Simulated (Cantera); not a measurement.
Feed: 1 mol Zr, 0.56 mol NH₃, 2.1 mol N₂, held at 2773.15 K and 1.33 mbar.

Equilibrium computed with Cantera from the NASA thermochemical tables; the gas is ideal and each condensed phase is pure. Candidate condensed phases: Zr, ZrN; 11 gas species. ZrN: taken at fixed stoichiometry. Kinetics and transport are ignored.

Base state: N₂ 0.546, H 0.404, H₂ 0.0394, Zr 0.0106, N 5.79e-5 (mole fractions); condensed: ZrN(s).

Q: What changes in the equilibrium state with this change: temperature from 2773.15 K to 2600 K?

A: 
```tsv
species	before	after
N₂	0.546	0.578
H	0.404	0.325
H₂	0.0394	0.0957
Zr	0.0106	0.000665
N	5.79e-5	1.48e-5
ZrN(s), mol	0.963	0.998
```
